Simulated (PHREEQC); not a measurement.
# Copper plating or etch bath (model solution)

Solution (94 °C): 4.9 mmol/kgw Cu(NO3)2, 0.076 mmol/kgw HNO3 and 13 mmol/kgw NaCl. Closed to the air; pH follows from the charge balance.

Model: ion-association model, phreeqc.dat, run in PHREEQC.

This is a speciation only: nothing precipitates in the calculation.

**Question.** What pH, ionic strength does the model give?

**Answer.** pH 4.06; ionic strength 0.0257 mol/kgw.

**Question.** In which forms is Cu present?

**Answer.** Cu+2 79 %, CuCl+ 20 %, Cu2(OH)2+2 0.5 % of the Cu.

Complexes and solids missing from the database can't appear. At this temperature some constants are extrapolated from 25 °C, and those without enthalpy data are left unchanged.
